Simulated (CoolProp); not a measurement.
A Linde-Hampson liquefier for CF4 (R14): isothermal reversible compression at 290 K from 1 atm to 5 MPa, throttling to 1 atm, return gas leaving the recuperator 10 K below the feed. Each further row changes one setting.

Values from CoolProp's reference Helmholtz-energy equation of state, Platzer 1990. This equation is an older, rougher fit; its heat capacities, sound speeds and derivatives of the liquid may be far off and weren't checked against measurements.

| case | liquid yield per pass | compression work (kJ/kg of gas) |
|---|---|---|
| as stated | 0.072 | 101 |
| high pressure 10 MPa | ? | ? |
| warm-end temperature 320 K | 0.043 | ? |
| warm-end gap 15 K | 0.057 | 101 |

Complete the blanks.


- high pressure 10 MPa, liquid yield per pass: 0.187
- high pressure 10 MPa, compression work (kJ/kg of gas): 115
- warm-end temperature 320 K, compression work (kJ/kg of gas): 114
